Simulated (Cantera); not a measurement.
What does this Cantera script print?

```python
import numpy as np
import cantera as ct

gas_names = """
    Br Br2 H HBr H2
""".split()
cond_names = """
    Br2(cr) Br2(L)
""".split()


# ... load() reads the species with a 1 bar reference pressure and builds the phases ...
atoms = {
    'HBr': {'H': 1, 'Br': 1},
    'H2': {'H': 2},
}
top_T = {}  # K; cautious upper limits of use, not melting points


# ... equilibrate(T, P, feed) seeds the gas with the atoms and calls Mixture.equilibrate('TP', solver="vcs", rtol=1e-11, max_steps=5000) ...
results = []
feed = {'HBr': 1, 'H2': 0.91}  # mol
T = 1775  # K
P = 4200000  # Pa
mix = equilibrate(T, P, feed)
results.append((T, P, feed, dict(zip(mix.species_names, mix.species_moles))))
x = sorted(zip(gas.X, gas.species_names), reverse=True)
print(f"T = {T:g} K  P = {P:g} Pa  gas = {mix.phase_moles(0):.4g} mol")
print("   x: " + "  ".join(f"{s} {v:.3e}" for v, s in x if v > 0.001))
print("   condensed (mol): " + ("  ".join(f"{mix.phase(i).name} {mix.phase_moles(i):.4g}"
      for i in range(1, mix.n_phases) if mix.phase_moles(i) > 1e-12) or "none"))
```

Result:

```
T = 1775 K  P = 4.2e+06 Pa  gas = 1.911 mol
   x: HBr 5.216e-01  H2 4.769e-01  Br 1.405e-03
   condensed (mol): none
```

Method: chemical equilibrium by Gibbs-energy minimisation in Cantera with the NASA 1993 tables (ideal gas, pure condensed phases). The ideal-gas law is rough above about 30 bar.
